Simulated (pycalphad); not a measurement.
**Effect of B content in Ti-Hf-B**

Source of the numbers: pycalphad with the COST 507 light-alloy database (1999); pressure 1 atm. The database dates from 1999; later assessments differ in places, in temperatures and in the compounds included. Phase fractions are per mole of atoms.

```json
[
 {"alloy": "Ti-10.75Hf-2.96B (at.%)", "liquidus (K)": "1872", "first solid": "bcc", "solidus (K)": "1817", "phases at 1525 K": "bcc 0.94, BM 0.06"},
 {"alloy": "Ti-10.75Hf-5.92B (at.%)", "liquidus (K)": "1833", "first solid": "bcc", "solidus (K)": "1818", "phases at 1525 K": "bcc 0.88, BM 0.12"},
 {"alloy": "Ti-10.75Hf-8.87B (at.%)", "liquidus (K)": "1846", "first solid": "BM", "solidus (K)": "1818", "phases at 1525 K": "bcc 0.83, BM 0.17"},
 {"alloy": "Ti-10.75Hf-11.83B (at.%)", "liquidus (K)": "1886", "first solid": "BM", "solidus (K)": "1819", "phases at 1525 K": "bcc 0.77, BM 0.23"},
 {"alloy": "Ti-10.75Hf-17.74B (at.%)", "liquidus (K)": "1967", "first solid": "BM", "solidus (K)": "1820", "phases at 1525 K": "bcc 0.65, BM 0.35"}
]
```

Database names, with the compositions (at.%) that they take in these runs: BM: Ti 48-50 B 50 Hf 0-2.
